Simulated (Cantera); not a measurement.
An isothermal, constant-pressure homogeneous reactor starts with C3H8 : H2 = 1 : 1.7 (molar parts), at 1700 K and 1.40 bar.

Computed with Cantera and GRI-Mech 3.0 (53 species, 325 reactions). GRI-Mech 3.0 was tuned for natural gas; its chemistry of propane as a main component is partial and can be far from experiment. GRI-Mech 3.0 stops at C3 and has no aromatics, soot or wall deposition, so with more carbon than oxygen in the feed, carbon stays in small species such as C2H2 where larger ones or solid carbon would form.

x: mole fraction; the columns are a selection and need not sum to one.

```json
[
 {"t (s)": "1.00e-6", "x C3H8": "0.324", "x H2": "0.613", "x C2H2": "3.59e-5", "x CH4": "0.0130", "x CH3": "0.0158"},
 {"t (s)": "4.45e-6", "x C3H8": "0.145", "x H2": "0.550", "x C2H2": "0.00369", "x CH4": "0.104", "x CH3": "0.0182"},
 {"t (s)": "1.98e-5", "x C3H8": "0.00601", "x H2": "0.514", "x C2H2": "0.0402", "x CH4": "0.199", "x CH3": "0.00465"},
 {"t (s)": "8.80e-5", "x C3H8": "1.15e-5", "x H2": "0.541", "x C2H2": "0.0951", "x CH4": "0.199", "x CH3": "0.00100"},
 {"t (s)": "0.000391", "x C3H8": "7.65e-7", "x H2": "0.571", "x C2H2": "0.153", "x CH4": "0.186", "x CH3": "0.000507"},
 {"t (s)": "0.00174", "x C3H8": "1.99e-7", "x H2": "0.604", "x C2H2": "0.211", "x CH4": "0.168", "x CH3": "0.000454"},
 {"t (s)": "0.00775", "x C3H8": "1.12e-7", "x H2": "0.626", "x C2H2": "0.222", "x CH4": "0.141", "x CH3": "0.000387"},
 {"t (s)": "0.0345", "x C3H8": "…", "x H2": "0.668", "x C2H2": "0.234", "x CH4": "…", "x CH3": "…"},
 {"t (s)": "0.153", "x C3H8": "3.16e-8", "x H2": "0.694", "x C2H2": "0.242", "x CH4": "0.0522", "x CH3": "0.000159"},
 {"t (s)": "0.682", "x C3H8": "3.07e-8", "x H2": "0.695", "x C2H2": "0.243", "x CH4": "0.0507", "x CH3": "0.000155"},
 {"t (s)": "3.03", "x C3H8": "3.07e-8", "x H2": "0.695", "x C2H2": "0.243", "x CH4": "0.0507", "x CH3": "0.000155"},
 {"t (s)": "13.5", "x C3H8": "3.07e-8", "x H2": "0.695", "x C2H2": "0.243", "x CH4": "0.0507", "x CH3": "0.000155"},
 {"t (s)": "60.0", "x C3H8": "3.07e-8", "x H2": "0.695", "x C2H2": "0.243", "x CH4": "0.0507", "x CH3": "0.000155"}
]
```

Problem. Complete the blanks.

Solution. 
- 0.0345, x C3H8: 5.55e-8
- 0.0345, x CH4: 0.0866
- 0.0345, x CH3: 0.000250
